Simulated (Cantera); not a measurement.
An isothermal, constant-pressure homogeneous reactor starts with N2O : H2O = 1 : 0.012 (molar parts), at 1500 K and 100000 Pa. Integrator tolerance rtol = 1e-08.

Model: GRI-Mech 3.0 (53 species, 325 reactions), integrated in Cantera. GRI-Mech 3.0 was tuned for natural gas; its chemistry of N2O as a main component is partial and can be far from experiment. The temperature is held fixed by assumption; the heat of reaction is taken as removed at once.

### Question
What does this change do: H2O 0.012 to 0.032 parts?

### Answer
| quantity | before | after |
|---|---|---|
| x(N2O) at 9.00 s | 4.49e-6 (gas-phase equilibrium 7.93e-8) | 3.72e-6 (gas-phase equilibrium 7.77e-8) |
| x(H2O) at 9.00 s | 0.00793 (gas-phase equilibrium 0.00792) | 0.0209 (gas-phase equilibrium 0.0209) |
| x(HO2) at 9.00 s | 6.62e-8 (gas-phase equilibrium 7.67e-8) | 1.07e-7 (gas-phase equilibrium 1.23e-7) |
| x(OH) at 9.00 s | 2.36e-5 (gas-phase equilibrium 2.47e-5) | 3.82e-5 (gas-phase equilibrium 4.00e-5) |
| x(NO) at 9.00 s | 0.119 (gas-phase equilibrium 0.00141) | 0.111 (gas-phase equilibrium 0.00139) |
| x(O2) at 9.00 s | 0.271 (gas-phase equilibrium 0.330) | 0.270 (gas-phase equilibrium 0.326) |

### Question
What does this change do: temperature 1500 to 1275 K?

### Answer
```json
[
 {"quantity": "x(N2O) at 9.00 s", "before": "4.49e-6 (gas-phase equilibrium 7.93e-8)", "after": "6.83e-6 (gas-phase equilibrium 2.38e-8)"},
 {"quantity": "x(H2O) at 9.00 s", "before": "0.00793 (gas-phase equilibrium 0.00792)", "after": "0.00794 (gas-phase equilibrium 0.00794)"},
 {"quantity": "x(HO2) at 9.00 s", "before": "6.62e-8 (gas-phase equilibrium 7.67e-8)", "after": "1.08e-8 (gas-phase equilibrium 1.16e-8)"},
 {"quantity": "x(OH) at 9.00 s", "before": "2.36e-5 (gas-phase equilibrium 2.47e-5)", "after": "2.42e-6 (gas-phase equilibrium 2.47e-6)"},
 {"quantity": "x(NO) at 9.00 s", "before": "0.119 (gas-phase equilibrium 0.00141)", "after": "0.0607 (gas-phase equilibrium 0.000387)"},
 {"quantity": "x(O2) at 9.00 s", "before": "0.271 (gas-phase equilibrium 0.330)", "after": "0.300 (gas-phase equilibrium 0.330)"}
]
```
The mechanism lacks the step 2 NO + O2 → 2 NO2, which can matter for NO2 below about 1400 K.
